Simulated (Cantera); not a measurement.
Gas activation for diamond growth

An isothermal, constant-pressure homogeneous reactor starts with CH₄ : H₂ : H = 0.051 : 1 : 0.041 (molar parts), at 1550 K and 233 Torr.

Cantera simulation using GRI-Mech 3.0 (53 species, 325 reactions); the numbers are that mechanism's predictions, not measurements. GRI-Mech 3.0 stops at C3 and has no aromatics, soot or wall deposition, so with more carbon than oxygen in the feed, carbon stays in small species such as C2H2 where larger ones or solid carbon would form.

| t (s) | x CH₄ | x H₂ | x H | x CH₃ | x CH₂ |
|---|---|---|---|---|---|
| 7.00e-5 | 0.0434 | 0.953 | 0.00140 | 0.00130 | 1.14e-6 |
| 0.000221 | 0.0441 | 0.954 | 0.000460 | 0.000431 | 1.59e-7 |
| 0.000700 | 0.0443 | 0.954 | 0.000158 | 0.000148 | 2.05e-8 |
| 0.00221 | 0.0443 | 0.954 | 6.75e-5 | 6.35e-5 | 3.87e-9 |
| 0.00700 | 0.0442 | 0.954 | 5.10e-5 | 4.80e-5 | 2.22e-9 |
| 0.0221 | 0.0441 | 0.954 | 5.07e-5 | 4.74e-5 | 2.18e-9 |
| 0.0700 | 0.0435 | 0.954 | 5.07e-5 | 4.69e-5 | 2.16e-9 |
| 0.221 | 0.0419 | 0.955 | 5.10e-5 | 4.53e-5 | 2.09e-9 |
| 0.700 | 0.0375 | 0.958 | 5.17e-5 | 4.10e-5 | 1.92e-9 |
| 2.21 | 0.0287 | 0.962 | 5.32e-5 | 3.22e-5 | 1.55e-9 |
| 7.00 | 0.0197 | 0.967 | 5.54e-5 | 2.28e-5 | 1.15e-9 |
x: mole fraction; the columns are a selection and need not sum to one.

Equilibrium at this temperature and pressure: CH₄ 0.0174, H₂ 0.968, H 5.60e-5, CH₃ 2.04e-5, CH₂ 1.04e-9 (gas phase only).
